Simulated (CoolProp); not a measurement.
Vapour-liquid equilibrium of R1234yf (1) + R227EA (2) at 220.1 K; x and y are mole fractions of (1).

Computed with CoolProp (multi-fluid Helmholtz-energy mixture model, Lemmon 2022 and Lemmon 2016; pair parameters Bell 2016).

Problem. Give the bubble pressure and the first vapour's composition at x = 0.05, 0.65, 0.8. Is there an azeotrope?

Solution. x = 0.05: 0.01588 MPa, y = 0.102; x = 0.65: 0.02580 MPa, y = 0.791; x = 0.8: 0.02823 MPa, y = 0.890. No azeotrope shows between x = 0.05 and 0.95.

Pair parameters are fitted to limited data, so mixtures are less certain than the pure fluids.
